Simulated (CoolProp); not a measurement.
Saturation properties of isobutane.

Model: reference Helmholtz-energy equation of state, Bücker 2006, in CoolProp.

| T (K) | p (bar) | vapour density (kg/m³) | enthalpy of vaporisation (kJ/kg) | liquid viscosity (µPa s) | vapour viscosity (µPa s) |
|---|---|---|---|---|---|
| 267.9 | 1.298 | 3.562 | 359.2 | 211 | 6.74 |
| 278.1 | 1.864 | 5.004 | 349.6 | 188 | 6.99 |
| 288.3 | 2.602 | 6.861 | 339.4 | 168 | 7.24 |
| 298.5 | 3.543 | 9.216 | 328.5 | 151 | 7.51 |
| 308.7 | 4.718 | 12.16 | 316.9 | 135 | 7.78 |
| 318.9 | 6.160 | 15.83 | 304.3 | 122 | 8.08 |
| 329.1 | 7.906 | 20.35 | 290.6 | 110 | 8.41 |
| 339.3 | 9.992 | 25.93 | 275.7 | 99.1 | 8.79 |
| 349.5 | 12.46 | 32.85 | 259.0 | 89.1 | 9.22 |
| 359.7 | 15.34 | 41.50 | 240.3 | 79.6 | 9.74 |
| 369.9 | 18.69 | 52.53 | 218.7 | 70.6 | 10.4 |

It boils at 261.4 K under 1 atm.

Viscosity comes from a separate model (Vogel 2000).
